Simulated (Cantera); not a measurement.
An isothermal, constant-pressure homogeneous reactor starts with 9.90 % C3H8, 88.1 % H2, 1.98 % H2O, at 1373 K and 100.0 Torr.

Model: GRI-Mech 3.0 (53 species, 325 reactions), integrated in Cantera. GRI-Mech 3.0 was tuned for natural gas; its chemistry of propane as a main component is partial and can be far from experiment. GRI-Mech 3.0 stops at C3 and has no aromatics, soot or wall deposition, so with more carbon than oxygen in the feed, carbon stays in small species such as C2H2 where larger ones or solid carbon would form.

x: mole fraction; the columns are a selection and need not sum to one.

```csv
t (s),x C3H8,x H2,x H,x C2H2,x CH3,x CH4,x CH2
0.000700,0.0146,0.815,0.000235,0.00269,0.00103,0.0722,1.72e-7
0.00170,?,0.805,?,?,?,0.0857,?
0.00411,0.000120,0.805,4.77e-5,0.0130,0.000105,0.0873,4.16e-9
0.00998,?,0.806,?,?,?,0.0872,9.95e-10
0.0242,2.67e-7,0.807,1.62e-5,0.0242,3.47e-5,0.0869,5.02e-10
0.0586,1.59e-7,0.809,1.42e-5,0.0348,3.03e-5,0.0863,3.89e-10
0.142,9.11e-8,0.812,1.28e-5,0.0507,2.67e-5,0.0854,3.11e-10
0.345,3.69e-8,0.815,1.06e-5,0.0661,2.20e-5,0.0846,2.20e-10
0.836,1.73e-8,0.816,9.21e-6,0.0731,1.90e-5,0.0843,1.69e-10
2.03,1.52e-8,0.816,8.98e-6,0.0738,1.86e-5,0.0846,1.63e-10
4.91,1.52e-8,0.815,8.92e-6,0.0735,1.86e-5,0.0855,1.62e-10
11.9,1.51e-8,0.814,8.81e-6,0.0728,1.88e-5,0.0873,1.62e-10
28.9,1.50e-8,0.812,8.61e-6,0.0715,1.91e-5,0.0905,1.60e-10
70.0,1.49e-8,0.810,8.38e-6,0.0698,1.95e-5,0.0945,1.58e-10
```

What belongs in the gaps?


- 0.00170, x C3H8: 0.00148
- 0.00170, x H: 0.000124
- 0.00170, x C2H2: 0.00789
- 0.00170, x CH3: 0.000306
- 0.00170, x CH2: 2.90e-8
- 0.00998, x C3H8: 5.72e-6
- 0.00998, x H: 2.30e-5
- 0.00998, x C2H2: 0.0178
- 0.00998, x CH3: 4.97e-5
